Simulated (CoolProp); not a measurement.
1-butene at several states: Z from the reference equation and from simpler models built on Tc = 419.3 K, pc = 40.06 bar, ω = 0.192; each cubic takes its own stable root.

Values from CoolProp's reference Helmholtz-energy equation of state, Lemmon 2005. It is a short technical equation, of lower accuracy than the large ones.

| T (K) | p (bar) | phase | reference | van der Waals | Redlich-Kwong | Soave-Redlich-Kwong | Peng-Robinson |
|---|---|---|---|---|---|---|---|
| 520.9 | 15.6 | gas | 0.9326 | 0.9295 | 0.9289 | 0.9370 | 0.9259 |
| 109.9 | 1.24 | liquid | 0.009592 | 0.01613 | 0.01084 | 0.01086 | 0.009711 |
| 328.5 | 173 | liquid | 0.6096 | 0.9055 | 0.6578 | 0.6470 | 0.5758 |
| 443.2 | 14.3 | gas | 0.8887 | 0.8994 | 0.8894 | 0.8921 | 0.8797 |
